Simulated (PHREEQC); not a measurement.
0.015 g of hydrous ferric oxide (600 m²/g; 0.2 weak and 0.005 strong sites per Fe, Dzombak-Morel constants, diffuse double layer) in 1 kg of water with 0.3 mol/kgw of an inert sodium salt and 4.9e-07 mol/kgw NaH2PO4 and 1.1e-07 mol/kgw MgCl2, at 25 °C; the pH is set by adding NaOH or the inert anion's acid. O2 is buffered at 0.21 atm. CO2 from the air is kept out. Nothing may precipitate in this run.

Equilibrium calculation in PHREEQC: ion-association model, wateq4f.dat.

| pH | P sorbed (%) | Mg sorbed (%) | surface charge σ (C/m²) | surface potential ψ (mV) |
|---|---|---|---|---|
| 3 | 98.9 | 0.0 | 0.362 | 125 |
| 3.5 | 99.2 | 0.0 | 0.356 | [?] |
| 4 | 99.4 | 0.0 | 0.342 | 122 |
| 4.5 | 99.6 | 0.0 | 0.311 | 117 |
| 5.5 | 99.7 | 0.0 | 0.205 | 97 |
| 6 | 99.6 | 0.0 | 0.150 | 81 |
| 6.5 | 99.3 | 0.0 | [?] | 64 |
| 7 | 98.0 | 0.0 | 0.063 | 45 |
| 7.5 | [?] | [?] | 0.032 | 24 |
| 8 | 70.5 | 1.7 | 0.004 | 3 |
| 8.5 | 31.2 | 11.2 | -0.022 | [?] |
| 9.5 | 1.6 | [?] | -0.087 | -57 |
| 10 | 0.3 | [?] | -0.131 | -75 |
| 10.5 | 0.1 | 99.3 | -0.184 | -91 |
| 11 | 0.0 | 99.8 | -0.243 | -105 |

### Question
Complete the blanks.

### Answer

- 3.5, surface potential ψ (mV): 124
- 6.5, surface charge σ (C/m²): 0.102
- 7.5, P sorbed (%): 92.3
- 7.5, Mg sorbed (%): 0.2
- 8.5, surface potential ψ (mV): -17
- 9.5, Mg sorbed (%): 84.1
- 10, Mg sorbed (%): 96.7

H3PO4, which wateq4f.dat lacks, is added to it with the constant of phreeqc.dat. The oxide is taken as insoluble; below pH 4 it would dissolve.
